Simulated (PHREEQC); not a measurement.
A solution holds 0.27 mol/kgw Cs2CO3 and 0.046 mol/kgw ZnBr2, at 20 °C. Closed to the air; pH follows from the charge balance.

Model: ion-association model, wateq4f.dat, run in PHREEQC.

Precipitation was switched off in this run.

Question: What pH, ionic strength, activity of water does the model give?

Answer: pH 11.27; ionic strength 0.759 mol/kgw; activity of water 0.985.

Question: In which forms is C present?

Answer: CO3-2 65 %, Zn(CO3)2-2 33 %, HCO3- 2.5 % of the C.

Examples of supersaturated solids here: Zn(OH)2-e, Zn(OH)2-a. Others may be too. The ionic strength is past about 0.7 mol/kgw, beyond the range of this activity model, so the values are rough. Species that the database lacks are ignored. The database's zinc carbonate complexes are estimates, stronger than later reviews accept.
